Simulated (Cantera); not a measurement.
Cantera run:

```python
import numpy as np
import cantera as ct

gas_names = [...]  # 45 gases of nasa_gas.yaml made of Al, Cl, H, N, O
cond_names = """
    AL(cr) AL(L) ALCL3(s) ALCL3(L) ALN(s) AL2O3(a) AL2O3(L) H2O(s) H2O(L) NH4CL(a) NH4CL(b)
""".split()


# ... load() reads the species with a 1 bar reference pressure and builds the phases ...
atoms = {
    'AlN': {'AL': 1, 'N': 1},
    'HCl': {'H': 1, 'CL': 1},
    'H2O': {'H': 2, 'O': 1},
}
top_T = {'ALN(s)': 2750}  # K; cautious upper limits of use, not melting points


# ... equilibrate(T, P, feed) seeds the gas with the atoms and calls Mixture.equilibrate('TP', solver="vcs", rtol=1e-11, max_steps=5000) ...
results = []
feed = {'AlN': 1, 'HCl': 27, 'H2O': 0.21}  # mol
P = 2000  # Pa
for T in [1125, 1275, 1425, 1575, 1725, 1875, 2025]:
    mix = equilibrate(T, P, feed)
    results.append((T, P, feed, dict(zip(mix.species_names, mix.species_moles))))
    x = sorted(zip(gas.X, gas.species_names), reverse=True)
    print(f"T = {T:g} K  P = {P:g} Pa  gas = {mix.phase_moles(0):.4g} mol")
    print("   x: " + "  ".join(f"{s} {v:.3e}" for v, s in x if v > 0.001))
    print("   condensed (mol): " + ("  ".join(f"{mix.phase(i).name} {mix.phase_moles(i):.4g}"
          for i in range(1, mix.n_phases) if mix.phase_moles(i) > 1e-12) or "none"))
```

Output:

```
T = 1125 K  P = 2000 Pa  gas = 27.28 mol
   x: HCL 8.951e-01  H2 5.499e-02  ALCL3 3.154e-02  N2 1.833e-02
   condensed (mol): AL2O3(a) 0.06979
T = 1275 K  P = 2000 Pa  gas = 27.28 mol
   x: HCL 8.950e-01  H2 5.499e-02  ALCL3 3.158e-02  N2 1.833e-02
   condensed (mol): AL2O3(a) 0.06921
T = 1425 K  P = 2000 Pa  gas = 27.28 mol
   x: HCL 8.946e-01  H2 5.503e-02  ALCL3 3.163e-02  N2 1.833e-02
   condensed (mol): AL2O3(a) 0.06779
T = 1575 K  P = 2000 Pa  gas = 27.29 mol
   x: HCL 8.931e-01  H2 5.522e-02  ALCL3 3.159e-02  N2 1.832e-02
   condensed (mol): AL2O3(a) 0.065
T = 1725 K  P = 2000 Pa  gas = 27.34 mol
   x: HCL 8.884e-01  H2 5.597e-02  ALCL3 3.099e-02  N2 1.829e-02  CL 3.819e-03  H2O 1.071e-03  ALCL2 1.040e-03
   condensed (mol): AL2O3(a) 0.06018
T = 1875 K  P = 2000 Pa  gas = 27.52 mol
   x: HCL 8.755e-01  H2 5.800e-02  ALCL3 2.864e-02  N2 1.817e-02  CL 1.276e-02  ALCL2 3.041e-03  H2O 1.904e-03  H 1.116e-03
   condensed (mol): AL2O3(a) 0.05207
T = 2025 K  P = 2000 Pa  gas = 27.98 mol
   x: HCL 8.458e-01  H2 6.217e-02  CL 3.428e-02  ALCL3 2.261e-02  N2 1.787e-02  ALCL2 6.645e-03  ALCL 3.612e-03  H 3.393e-03  H2O 3.306e-03
   condensed (mol): AL2O3(a) 0.03631
```

These are equilibrium values from Cantera (NASA tables, ideal gas, pure condensed phases), not measurements of a reactor. The tables' values for AlCl2 are old estimates; treat these amounts as uncertain.
